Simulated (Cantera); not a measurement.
## Equilibrium for silicon oxide and oxynitride deposition: SiF4 + NO + H2

Feed: 1 mol SiF4, 27 mol NO, 1.1 mol H2, held at 37.5 Torr.

Equilibrium computed with Cantera from the NASA thermochemical tables; the gas is ideal and each condensed phase is pure. Candidate condensed phases: H2O, Si, SiO2, Si2N2O, Si3N4; 58 gas species. The tables' values for SiF3 are old estimates; treat these amounts as uncertain. The tables hold silica as quartz up to 1696 K and as liquid above; real silica turns to tridymite and cristobalite and melts near 1996 K. Kinetics and transport are ignored.

From 898 K to 1648 K the condensed part is SiO2(β-quartz). From 1798 K to 1948 K the condensed part is SiO2(condensed). The main Si-bearing gas is SiF4 throughout. The share of Si in condensed phases is highest at 1948 K (53.6 %) and lowest at 898 K (33.9 %).

| T (K) | log p N2 | log p O2 | log p HF | log p SiF4 | log p H2O | log p NO | log p O | log p OH | n SiO2(β-quartz) | n SiO2(condensed) |
|---|---|---|---|---|---|---|---|---|---|---|
| 898 | -1.63 | -1.65 | -2.63 | -2.94 | -3.14 | -6.30 | -12.13 | -9.21 | 0.339 | 0 |
| 1048 | -1.63 | -1.65 | -2.53 | -3.00 | -3.36 | -5.54 | -10.02 | -7.98 | 0.425 | 0 |
| 1198 | -1.63 | -1.65 | -2.49 | -3.04 | -3.59 | -4.97 | -8.45 | -7.07 | 0.475 | 0 |
| 1348 | -1.63 | -1.65 | -2.46 | -3.07 | -3.79 | -4.52 | -7.22 | -6.38 | 0.503 | 0 |
| 1498 | -1.63 | -1.65 | -2.45 | -3.08 | -3.97 | -4.17 | -6.23 | -5.84 | 0.519 | 0 |
| 1648 | -1.64 | -1.65 | -2.44 | -3.09 | -4.12 | -3.88 | -5.42 | -5.40 | 0.528 | 0 |
| 1798 | -1.64 | -1.65 | -2.44 | -3.10 | -4.27 | -3.64 | -4.75 | -5.04 | 0 | 0.533 |
| 1948 | -1.64 | -1.66 | -2.43 | -3.10 | -4.40 | -3.44 | -4.18 | -4.75 | 0 | 0.536 |
log p: log10 of the partial pressure in bar; n: condensed amount in mol.
